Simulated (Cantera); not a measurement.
A perfectly stirred reactor is fed with 0.105 % CO, 0.952 % O2, 3.71 % H2O, 95.2 % N2, at 100.0 Torr; it is held at 1523 K, and followed from long to short residence time.

Model: GRI-Mech 3.0 (53 species, 325 reactions), integrated in Cantera.

Predict: x(CO) at τ = 4.90 s; x(O2) at τ = 4.90 s; x(H2O) at τ = 4.90 s; x(NO) at τ = 4.90 s; x(HO2) at τ = 4.90 s; x(CO) at τ = 83.0 ms; x(O2) at τ = 83.0 ms; x(H2O) at τ = 83.0 ms; x(NO) at τ = 83.0 ms; x(HO2) at τ = 83.0 ms.


- x(CO) at τ = 4.90 s: 6.08e-6
- x(O2) at τ = 4.90 s: 0.00898
- x(H2O) at τ = 4.90 s: 0.0371
- x(NO) at τ = 4.90 s: 2.66e-7
- x(HO2) at τ = 4.90 s: 2.35e-8
- x(CO) at τ = 83.0 ms: 9.69e-5
- x(O2) at τ = 83.0 ms: 0.00902
- x(H2O) at τ = 83.0 ms: 0.0368
- x(NO) at τ = 83.0 ms: 6.30e-8
- x(HO2) at τ = 83.0 ms: 1.30e-7
